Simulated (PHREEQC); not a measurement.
A solution holds 2 mmol/kgw TMAH and 0.15 mmol/kgw H4SiO4, at 15 °C. Closed to the air; pH follows from the charge balance.

The numbers come from PHREEQC with the ion-association model, wateq4f.dat.

Task: The ionic strength comes out as 0.00200 mol/kgw. What activity coefficients do OH-, H2SiO4-2, H3SiO4- get?

Result: OH- 0.95, H2SiO4-2 0.83, H3SiO4- 0.95.

No solid was allowed to form. (CH3)4N+ isn't in the database: it is added as a free cation with an ion size of 4 Å.
